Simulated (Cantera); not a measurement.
Charge: 1 mol MgSO4, 0.064 mol H2, held at 648 K and 1.00 bar.

Equilibrium computed with Cantera from the NASA thermochemical tables; the gas is ideal and each condensed phase is pure. Candidate condensed phases: H2O, H2SO4, Mg, MgO, Mg(OH)2, MgS, MgSO4, S; 26 gas species. Gases not in the tables: S3 to S7. Kinetics and transport are ignored.

Problem. What is the equilibrium state?

Solution. 
```json
{
  "x(H2O)": "0.752",
  "x(H2S)": "0.245",
  "x(SO2)": "0.00116",
  "x(S2)": "0.00105",
  "x(S8)": "0.000348",
  "x(H2)": "0.000166",
  "x(S2O)": "1.50e-5",
  "n(MgO(s))": "0.0161 mol",
  "n(MgSO4(s))": "0.984 mol",
  "gas_amount": "0.06416 mol",
  "log10 activity of S(l) (absent)": "-0.32",
  "log10 activity of H2SO4(l) (absent)": "-13.44",
  "log10 activity of Mg(s) (absent)": "-29.43"
}
```
